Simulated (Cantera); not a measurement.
A closed system holds: 1 mol Al, 1.6 mol I2, 16 mol H2, equilibrated at 0.0140 bar.

Cantera equilibrium calculation (NASA polynomials, part measured and part estimated; ideal gas, pure solids and liquids). Candidate condensed phases: Al, AlI3, I2; 11 gas species. Equilibrium is a limit: real reactors are often held back by kinetics, nucleation or transport. All values below are at 923 K.

Base state: H2 0.930, AlI3 0.0585, HI 0.0113, I 0.000440 (mole fractions); condensed: gas only.

Q: What changes in the equilibrium state with this change: I2 from 1.6 to 2.2 mol?

A: 
```csv
species,before,after
H2,0.930,0.865
HI,0.0113,0.0755
AlI3,0.0585,0.0564
I,0.000440,0.00306
I2,4.11e-6,0.000199
```

Q: What changes in the equilibrium state with this change: 0.55 mol N2 added?

A: 
```tsv
species	before	after
H2	0.930	0.827
HI	0.0113	0.153
AlI3	0.0585	0.00638
N2	0	0.00602
I2	4.11e-6	0.000859
I	0.000440	0.00636
AlN(s), mol	0	0.887
```
Further candidate phases: AlN.
